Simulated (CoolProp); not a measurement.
R1224YDZ along the isotherm 446.6 K: fugacity coefficient from the reference equation and from simpler models built on Tc = 428.7 K, pc = 3.334 MPa, ω = 0.325; each cubic takes its own stable root.

Values from CoolProp's reference Helmholtz-energy equation of state, Akasaka 2023.

```json
[
 {"p (MPa)": "0.0527", "phase": "gas", "reference": "0.9953", "Redlich-Kwong": "0.9952", "Soave-Redlich-Kwong": "0.9953"},
 {"p (MPa)": "0.0999", "phase": "gas", "reference": "0.9910", "Redlich-Kwong": "0.9909", "Soave-Redlich-Kwong": "0.9912"},
 {"p (MPa)": "0.189", "phase": "gas", "reference": "0.9831", "Redlich-Kwong": "0.9829", "Soave-Redlich-Kwong": "0.9833"},
 {"p (MPa)": "0.359", "phase": "gas", "reference": "0.9679", "Redlich-Kwong": "0.9676", "Soave-Redlich-Kwong": "0.9685"},
 {"p (MPa)": "0.681", "phase": "gas", "reference": "0.9395", "Redlich-Kwong": "0.9389", "Soave-Redlich-Kwong": "0.9405"},
 {"p (MPa)": "1.29", "phase": "gas", "reference": "0.8865", "Redlich-Kwong": "0.8855", "Soave-Redlich-Kwong": "0.8885"},
 {"p (MPa)": "2.45", "phase": "gas", "reference": "0.7878", "Redlich-Kwong": "0.7859", "Soave-Redlich-Kwong": "0.7917"},
 {"p (MPa)": "4.64", "phase": "supercritical", "reference": "0.5970", "Redlich-Kwong": "0.5918", "Soave-Redlich-Kwong": "0.6076"},
 {"p (MPa)": "8.79", "phase": "supercritical", "reference": "0.3863", "Redlich-Kwong": "0.3963", "Soave-Redlich-Kwong": "0.4112"},
 {"p (MPa)": "16.7", "phase": "supercritical", "reference": "0.2813", "Redlich-Kwong": "0.2994", "Soave-Redlich-Kwong": "0.3124"}
]
```
